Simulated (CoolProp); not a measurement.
A Linde-Hampson liquefier for nitrogen: isothermal reversible compression at 250 K from 1 atm to 25 MPa, throttling to 1 atm, return gas leaving the recuperator 2 K below the feed. Each further row changes one setting.

Model: reference Helmholtz-energy equation of state, Span 2000, in CoolProp.

```json
[
 {"case": "as stated", "liquid yield per pass": "0.137", "compression work (kJ/kg of gas)": "403"},
 {"case": "high pressure 50 MPa", "liquid yield per pass": "0.145", "compression work (kJ/kg of gas)": "465"},
 {"case": "warm-end temperature 280 K", "liquid yield per pass": "0.098", "compression work (kJ/kg of gas)": "457"},
 {"case": "warm-end gap 7 K", "liquid yield per pass": "0.125", "compression work (kJ/kg of gas)": "403"}
]
```
